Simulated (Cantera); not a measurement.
**Roasting and sulfation: MgO + SO2 + O2**

A closed system holds: 1 mol MgO, 0.36 mol SO2, 3.3 mol O2, held at 1.00 bar.

Cantera equilibrium calculation (NASA polynomials, part measured and part estimated; ideal gas, pure solids and liquids). Candidate condensed phases: Mg, MgO, MgS, MgSO4, S; 14 gas species. Mutual solubility and eutectic melting of coexisting phases are not modelled. Kinetics and transport are ignored.

From 627 °C to 1027 °C the condensed part is MgO(s) + MgSO4(s). From 1127 °C to 1227 °C the condensed part is MgO(s).

| T (°C) | log p O2 | log p SO2 | log p SO3 | log p O | log p SO | n MgO(s) | n MgSO4(s) |
|---|---|---|---|---|---|---|---|
| 627 | 0.00 | -7.74 | -6.91 | -11.27 | <-12 | 0.640 | 0.360 |
| 727 | 0.00 | -5.55 | -5.29 | -9.80 | <-12 | 0.640 | 0.360 |
| 827 | 0.00 | -3.77 | -3.98 | -8.60 | <-12 | 0.641 | 0.359 |
| 927 | 0.00 | -2.31 | -2.90 | -7.60 | -11.39 | 0.659 | 0.341 |
| 1027 | -0.04 | -1.06 | -1.99 | -6.77 | -9.11 | 0.995 | 0.00479 |
| 1127 | -0.05 | -1.03 | -2.24 | -6.05 | -8.21 | 1.00 | 0 |
| 1227 | -0.05 | -1.02 | -2.47 | -5.41 | -7.45 | 1.00 | 0 |
log p: log10 of the partial pressure in bar; n: condensed amount in mol.
